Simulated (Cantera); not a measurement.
Roasting and sulfation: MgO + SO2 + O2

Input: 1 mol MgO, 4.3 mol SO2, 0.8 mol O2, equilibrated at 15000 Pa.

Method: chemical equilibrium by Gibbs-energy minimisation in Cantera with the NASA 1993 tables (ideal gas, pure condensed phases). Candidate condensed phases: Mg, MgO, MgS, MgSO4, S; 14 gas species. Kinetics and transport are ignored.

```json
[
 {"T (K)": "675", "x SO2": "0.818", "x SO3": "0.182", "x O2": "1.14e-6", "x O": "<1e-12", "x SO": "<1e-12", "x S": "<1e-12", "n MgSO4(s)": "1.00", "n MgO(s)": "0"},
 {"T (K)": "775", "x SO2": "0.818", "x SO3": "0.182", "x O2": "0.000106", "x O": "<1e-12", "x SO": "<1e-12", "x S": "<1e-12", "n MgSO4(s)": "1.00", "n MgO(s)": "0"},
 {"T (K)": "875", "x SO2": "0.822", "x SO3": "0.175", "x O2": "0.00320", "x O": "<1e-12", "x SO": "<1e-12", "x S": "<1e-12", "n MgSO4(s)": "1.00", "n MgO(s)": "0"},
 {"T (K)": "975", "x SO2": "0.848", "x SO3": "0.127", "x O2": "0.0251", "x O": "2.95e-11", "x SO": "1.04e-11", "x S": "<1e-12", "n MgSO4(s)": "1.00", "n MgO(s)": "0"},
 {"T (K)": "1075", "x SO2": "0.882", "x SO3": "0.0634", "x O2": "0.0543", "x O": "7.89e-10", "x SO": "2.37e-10", "x S": "<1e-12", "n MgSO4(s)": "1.00", "n MgO(s)": "0"},
 {"T (K)": "1175", "x SO2": "0.901", "x SO3": "0.0292", "x O2": "0.0700", "x O": "9.97e-9", "x SO": "3.80e-9", "x S": "<1e-12", "n MgSO4(s)": "1.00", "n MgO(s)": "0"},
 {"T (K)": "1275", "x SO2": "0.833", "x SO3": "0.0181", "x O2": "0.149", "x O": "1.11e-7", "x SO": "2.72e-8", "x S": "<1e-12", "n MgSO4(s)": "0", "n MgO(s)": "1.00"},
 {"T (K)": "1375", "x SO2": "0.838", "x SO3": "0.00953", "x O2": "0.153", "x O": "6.43e-7", "x SO": "2.15e-7", "x S": "<1e-12", "n MgSO4(s)": "0", "n MgO(s)": "1.00"},
 {"T (K)": "1475", "x SO2": "0.840", "x SO3": "0.00544", "x O2": "0.155", "x O": "2.91e-6", "x SO": "1.29e-6", "x S": "1.12e-12", "n MgSO4(s)": "0", "n MgO(s)": "1.00"},
 {"T (K)": "1575", "x SO2": "0.841", "x SO3": "0.00334", "x O2": "0.155", "x O": "1.09e-5", "x SO": "6.13e-6", "x S": "2.23e-11", "n MgSO4(s)": "0", "n MgO(s)": "1.00"},
 {"T (K)": "1675", "x SO2": "0.842", "x SO3": "0.00217", "x O2": "0.156", "x O": "3.48e-5", "x SO": "2.42e-5", "x S": "3.11e-10", "n MgSO4(s)": "0", "n MgO(s)": "1.00"},
 {"T (K)": "1775", "x SO2": "0.842", "x SO3": "0.00148", "x O2": "0.156", "x O": "9.77e-5", "x SO": "8.20e-5", "x S": "3.23e-9", "n MgSO4(s)": "0", "n MgO(s)": "1.00"},
 {"T (K)": "1875", "x SO2": "0.842", "x SO3": "0.00105", "x O2": "0.156", "x O": "0.000246", "x SO": "0.000244", "x S": "2.61e-8", "n MgSO4(s)": "0", "n MgO(s)": "1.00"}
]
```
x: gas mole fraction; n: condensed amount in mol.

From 675 K to 1175 K the condensed part is MgSO4(s). From 1275 K to 1875 K the condensed part is MgO(s).
